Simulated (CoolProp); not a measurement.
A single-stage vapour-compression cycle with n-pentane: evaporating at 302.15 K (dew point), condensing at 326.15 K (bubble point), superheat 8 K, subcooling 5 K, compressor efficiency 0.9, no pressure losses. Each further row changes one setting.

Values from CoolProp's reference Helmholtz-energy equation of state, Thol 2019.

```csv
case,cooling COP,pressure ratio,discharge temperature (K),refrigerating effect (kJ/kg),volumetric capacity (kJ/m³)
as stated,10.8,2.21,329.9,332,760
evaporating temperature 307.15 K,14.1,1.85,330.6,340,919
condensing temperature 321.15 K,13.9,1.89,326.0,344,788
subcooling 10 K,11.2,2.21,329.9,344,788
superheat 18 K,10.9,2.21,339.9,350,773
compressor efficiency 0.8,9.57,2.21,331.9,332,760
```
